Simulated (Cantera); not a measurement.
A perfectly stirred reactor is fed with C3H8 : O2 : N2 = 1 : 9.62 : 27.9 (molar parts), at 10.0 bar; it is adiabatic with a 525 K inlet, and is followed from long to short residence time, starting on the burning branch (τ in s: 0.28, 0.11, 0.043, 0.017, 0.0068, 0.0027, 0.0011, 0.00042, 0.00016, 6.5e-05, 2.6e-05, 1e-05).

Cantera simulation using GRI-Mech 3.0 (53 species, 325 reactions); the numbers are that mechanism's predictions, not measurements. GRI-Mech 3.0 was tuned for natural gas; its chemistry of propane as a main component is partial and can be far from experiment.

**Question.** Predict: blow-out, bracketed by the residence times tried; x(C3H8) at τ = 0.280 s; x(O2) at τ = 0.280 s; x(NO2) at τ = 0.280 s; x(C3H8) at τ = 1.10 ms; x(O2) at τ = 1.10 ms; x(HCO) at τ = 1.10 ms; x(C2H) at τ = 1.10 ms; x(NO2) at τ = 1.10 ms.

**Answer.** 
- blow-out, bracketed by the residence times tried = burning at 65.0 µs, out at 26.0 µs
- x(C3H8) at τ = 0.280 s = 4.66e-8
- x(O2) at τ = 0.280 s = 0.116
- x(NO2) at τ = 0.280 s = 2.02e-6
- x(C3H8) at τ = 1.10 ms = 6.64e-6
- x(O2) at τ = 1.10 ms = 0.117
- x(HCO) at τ = 1.10 ms = 1.20e-7
- x(C2H) at τ = 1.10 ms = 1.20e-8
- x(NO2) at τ = 1.10 ms = 1.74e-7
